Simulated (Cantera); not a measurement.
What does this Cantera script print?

```python
import numpy as np
import cantera as ct

gas_names = """
    HCL H2 CL
""".split()
cond_names = """

""".split()


def load(file, names, dense=False):
    # The tables refer to 1 bar. Condensed volumes are neglected.
    table = {s.name: s for s in ct.Species.list_from_file(file)}
    out = []
    for n in names:
        d = dict(table[n].input_data)
        d["thermo"] = dict(d["thermo"], **{"reference-pressure": 1e5})
        if dense:
            d["equation-of-state"] = {"model": "constant-volume", "density": "1e6 g/cm^3"}
        out.append(ct.Species.from_dict(d))
    return out


species = {s.name: s for s in load("nasa_gas.yaml", gas_names) + load("nasa_condensed.yaml", cond_names)}
# Each term lists the table entries of one substance; the one whose range holds T is used.
reactions = {
    '2 HCl(g) = H2(g) + 2 Cl(g)':
        [(-2, ['HCL']), (1, ['H2']), (2, ['CL'])],
}


def pick(names, T):
    return next(species[n] for n in names if species[n].thermo.min_temp <= T <= species[n].thermo.max_temp)


results = []
for label, terms in reactions.items():
    print(label)
    print("     T/K   dH/kJ  dS/(J/K)   dG/kJ   log10 K")
    for T in [300, 1100, 1250, 1400, 1550, 1700, 1850, 2000, 2150, 2300, 2450]:
        used = [(nu, pick(names, T)) for nu, names in terms]
        dH = sum(nu * s.thermo.h(T) for nu, s in used) / 1e6
        dS = sum(nu * s.thermo.s(T) for nu, s in used) / 1e3
        dG = dH - T * dS / 1e3
        logK = -dG * 1e6 / (ct.gas_constant * T * np.log(10))
        results.append((label, T, dH, dS, dG, logK, [s.name for _, s in used]))
        print(f"{T:8g} {dH:8.1f} {dS:8.1f} {dG:8.1f} {logK:8.2f}")
```

Result:

```
2 HCl(g) = H2(g) + 2 Cl(g)
     T/K   dH/kJ  dS/(J/K)   dG/kJ   log10 K
     300    427.2     87.3    401.0   -69.83
    1100    438.5    106.3    321.6   -15.27
    1250    440.0    107.6    305.5   -12.77
    1400    441.3    108.6    289.3   -10.79
    1550    442.5    109.4    273.0    -9.20
    1700    443.5    110.0    256.5    -7.88
    1850    444.5    110.6    240.0    -6.78
    2000    445.4    111.0    223.4    -5.83
    2150    446.2    111.4    206.7    -5.02
    2300    447.0    111.8    189.9    -4.31
    2450    447.7    112.1    173.2    -3.69
```

Standard-state values (1 bar) from the NASA 1993 polynomials, evaluated with Cantera. Condensed species are held in their standard states even where they would react or evaporate.
